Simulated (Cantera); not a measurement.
A freely propagating, adiabatic, planar premixed flame of CH₄ : C₂H₆ : C₃H₈ : O₂ : N₂ = 1 : 0.16 : 0.041 : 4.07 : 15.3 (molar parts), equivalence ratio 0.68, unburnt at 398 K and 0.320 bar; mixture-averaged transport, grid criteria slope 0.08 and curve 0.16, no radiation.

Detailed kinetics in Cantera: GRI-Mech 3.0 (53 species, 325 reactions). Burning velocities carry a grid error of a few per cent, more on coarse grids.

Problem. What does this change do: N2 15.3 to 19 parts?

Solution. 
| quantity | before | after |
|---|---|---|
| laminar burning velocity | 50.1 cm/s | 30.2 cm/s |
| thermal thickness | 1.29 mm | 1.85 mm |
| peak x(H) | 0.00421 | 0.00239 |
| peak x(OH) | 0.00582 | 0.00329 |
| peak x(C₂H₄) | 0.00110 | 0.000969 |

Problem. What does this change do: inlet temperature 398 to 450 K?

Solution. 
```
quantity                     before      after
------------------------  ---------  ---------
laminar burning velocity  50.1 cm/s  64.1 cm/s
thermal thickness           1.29 mm    1.21 mm
peak x(H)                   0.00421    0.00472
peak x(OH)                  0.00582    0.00634
peak x(C₂H₄)                0.00110    0.00114
```
